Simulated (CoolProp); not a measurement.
Vapour pressure (MPa) of isobutane: the reference equation beside estimates from Tc = 407.8 K, pc = 3.629 MPa, ω = 0.184. Clausius-Clapeyron is anchored at 243.8 K with a constant enthalpy of vaporisation of 22.10 kJ/mol.

Values from CoolProp's reference Helmholtz-energy equation of state, Bücker 2006.

| T (K) | reference | Clausius-Clapeyron | van der Waals | Redlich-Kwong | Peng-Robinson |
|---|---|---|---|---|---|
| 243.8 | 0.04804 | 0.04804 | 0.3087 | 0.07152 | 0.04858 |
| 248.9 | 0.06038 | 0.06006 | 0.3477 | 0.08871 | 0.06088 |
| 254 | 0.07511 | 0.07442 | 0.3898 | 0.1089 | 0.07553 |
| 259.1 | 0.09251 | 0.09144 | 0.4353 | 0.1323 | 0.09283 |
| 264.2 | 0.1129 | 0.1115 | 0.4842 | 0.1593 | 0.1131 |
| 269.3 | 0.1366 | 0.1349 | 0.5367 | 0.1901 | 0.1366 |
| 274.4 | 0.1640 | 0.1620 | 0.5927 | 0.2252 | 0.1638 |
| 279.5 | 0.1955 | 0.1933 | 0.6526 | 0.2648 | 0.1950 |
| 284.6 | 0.2313 | 0.2292 | 0.7163 | 0.3093 | 0.2306 |

Absolute difference from the reference over all 9 rows, mean and median: Clausius-Clapeyron 0.9 and 1.1 %, van der Waals 348.3 and 328.9 %, Redlich-Kwong 41.2 and 41.1 %, Peng-Robinson 0.4 and 0.3 %.
